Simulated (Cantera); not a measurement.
Feed: 1 mol KCl, 2 mol HCl, 0.26 mol H₂, at 1.33 mbar.

Equilibrium computed with Cantera from the NASA thermochemical tables; the gas is ideal and each condensed phase is pure. Candidate condensed phases: K, KCl; 10 gas species. Rates play no part. All values below are at 1450 K.

Base state: HCl 0.613, KCl 0.306, H₂ 0.0800, Cl 0.000457, K₂Cl₂ 0.000437, H 7.32e-5, K 1.40e-5 (mole fractions); condensed: gas only.

Q: What changes in the equilibrium state with this change: HCl from 2 to 0.4 mol?

A: 
```tsv
species	before	after
KCl	0.306	0.600
HCl	0.613	0.241
H₂	0.0800	0.157
K	1.40e-5	9.79e-5
K₂Cl₂	0.000437	0.00168
Cl	0.000457	0.000129
H	7.32e-5	0.000103
```
